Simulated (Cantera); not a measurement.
Cantera run, input and output.

```python
import numpy as np
import cantera as ct

gas = ct.Solution("h2o2.yaml")
gas.TPX = 650, 460000, {'H2': 1, 'O2': 0.417, 'N2': 1.21}
flame = ct.FreeFlame(gas, width=0.014)
flame.set_refine_criteria(ratio=3, slope=0.08, curve=0.16)
flame.transport_model = "unity-Lewis-number"
flame.solve(loglevel=0, auto=True)
z, T = flame.grid, flame.T
thick = (T[-1] - T[0]) / np.gradient(T, z).max()
show = ['H2', 'O2', 'H', 'H2O2', 'H2O', 'OH']
print(f"laminar burning velocity  {flame.velocity[0] * 100:.3f} cm/s")
print(f"burnt temperature         {T[-1]:.1f} K")
print(f"thermal thickness         {thick * 1e3:.4f} mm")
print(f"grid points               {len(z)}")
z0 = z[flame.heat_release_rate.argmax()]
print(f"{'z/mm':>9s}{'T/K':>9s}{'u/(m/s)':>9s}" + "".join(f"{s:>11s}" for s in show))
rows = []
for k in (-3, -2, -1.5, -1, -0.5, -0.25, 0, 0.25, 0.5, 1, 2, 4, 8):
    zz = z0 + k * thick
    rows.append([k * thick, np.interp(zz, z, T), np.interp(zz, z, flame.velocity),
                 *(np.interp(zz, z, flame.X[gas.species_index(s)]) for s in show)])
    print(f"{rows[-1][0] * 1e3:9.3f}{rows[-1][1]:9.1f}{rows[-1][2]:9.3f}" + "".join(f"{x:11.3e}" for x in rows[-1][3:]))
```

Output:

```
laminar burning velocity  826.988 cm/s
burnt temperature         2783.6 K
thermal thickness         0.0522 mm
grid points               124
     z/mm      T/K  u/(m/s)         H2         O2          H       H2O2        H2O         OH
   -0.157    650.0    8.270  3.807e-01  1.587e-01  4.117e-13  3.831e-10  1.853e-07  2.409e-13
   -0.104    650.0    8.270  3.807e-01  1.587e-01  4.820e-11  8.751e-09  4.235e-06  2.837e-11
   -0.078    650.2    8.272  3.806e-01  1.587e-01  6.072e-10  5.443e-08  2.637e-05  3.583e-10
   -0.052    652.2    8.297  3.804e-01  1.586e-01  2.286e-08  5.555e-07  2.735e-04  1.331e-08
   -0.026    721.0    9.130  3.731e-01  1.545e-01  8.165e-05  1.300e-05  9.007e-03  3.931e-05
   -0.013   1045.8   12.970  3.286e-01  1.323e-01  6.151e-03  2.738e-05  5.798e-02  1.129e-03
    0.000   1552.8   18.625  2.072e-01  7.645e-02  4.416e-02  8.547e-06  1.710e-01  6.658e-03
    0.013   1873.8   21.959  1.197e-01  3.355e-02  6.930e-02  3.453e-06  2.509e-01  1.606e-02
    0.026   2044.7   23.636  9.774e-02  1.947e-02  6.540e-02  2.249e-06  2.779e-01  2.131e-02
    0.052   2230.7   25.387  9.265e-02  1.316e-02  5.071e-02  1.417e-06  2.957e-01  2.371e-02
    0.104   2412.7   27.038  9.027e-02  9.332e-03  3.574e-02  9.890e-07  3.125e-01  2.309e-02
    0.209   2571.6   28.432  8.674e-02  6.058e-03  2.396e-02  7.507e-07  3.291e-01  2.039e-02
    0.418   2689.4   29.437  8.317e-02  3.645e-03  1.607e-02  5.806e-07  3.429e-01  1.677e-02
```

Computed with Cantera and the H2/O2 subset of GRI-Mech 3.0, which has no nitrogen chemistry. The hydrogen kinetics of GRI-Mech 3.0 are dated; newer H2 mechanisms differ, most at raised pressure. Unity Lewis numbers drop preferential diffusion, which matters most where H2 and H carry the flame. Burning velocities carry a grid error of a few per cent, more on coarse grids.
